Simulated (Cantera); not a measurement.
What does this Cantera script print?

```python
import numpy as np
import cantera as ct

gas_names = """
    CL CLO CL2 Fe FeCL FeCL2 FeCL3 FeO Fe2CL4 Fe2CL6 O O2 O3
""".split()
cond_names = """
    Fe(a) Fe(c) Fe(d) Fe(L) FeCL2(s) FeCL2(L) FeCL3(s) FeCL3(L) FeO(s) FeO(L) Fe2O3(s) Fe3O4(s)
""".split()


# ... load() reads the species with a 1 bar reference pressure and builds the phases ...
atoms = {
    'Fe': {'Fe': 1},
    'Cl2': {'CL': 2},
    'O2': {'O': 2},
}
top_T = {'Fe2O3(s)': 1830, 'Fe3O4(s)': 1870}  # K; cautious upper limits of use, not melting points


# ... equilibrate(T, P, feed) seeds the gas with the atoms and calls Mixture.equilibrate('TP', solver="vcs", rtol=1e-11, max_steps=5000) ...
results = []
feed = {'Fe': 1, 'Cl2': 0.37, 'O2': 0.031}  # mol
T = 1350  # K
P = 10000  # Pa
mix = equilibrate(T, P, feed)
results.append((T, P, feed, dict(zip(mix.species_names, mix.species_moles))))
print(gas.report(threshold=0.0001))
for i in range(1, mix.n_phases):
    print(f"{mix.phase(i).name:16s} {mix.phase_moles(i):12.5e} mol")
```

Output:

```
       temperature   1350 K
          pressure   10000 Pa
           density   0.11444 kg/m^3
  mean mol. weight   128.45 kg/kmol
   phase of matter   gas

                          1 kg             1 kmol
                     ---------------   ---------------
          enthalpy       -6.1602e+05       -7.9126e+07  J
   internal energy        -7.034e+05       -9.0351e+07  J
           entropy              3229        4.1476e+05  J/K
    Gibbs function       -4.9752e+06       -6.3905e+08  J
 heat capacity c_p             503.8             64712  J/K
 heat capacity c_v            439.07             56398  J/K

                      mass frac. Y      mole frac. X     chem. pot. / RT
                     ---------------   ---------------   ---------------
             FeCL2           0.97319           0.98627           -56.175
             FeCL3        0.00049311        0.00039051           -81.204
            Fe2CL4          0.026313          0.013333           -112.35
     [  +10 minor]        2.3794e-06        8.4911e-06

Fe(c)             5.68073e-01 mol
FeCL2(L)          0.00000e+00 mol
FeCL3(L)          0.00000e+00 mol
FeO(s)            6.20000e-02 mol
Fe2O3(s)          0.00000e+00 mol
Fe3O4(s)          0.00000e+00 mol
```

Equilibrium computed with Cantera from the NASA thermochemical tables; the gas is ideal and each condensed phase is pure. Mutual solubility and eutectic melting of coexisting phases are not modelled. The tables' stoichiometric FeO is somewhat more stable than real wüstite, so its field is too wide. FeO: taken at fixed stoichiometry.
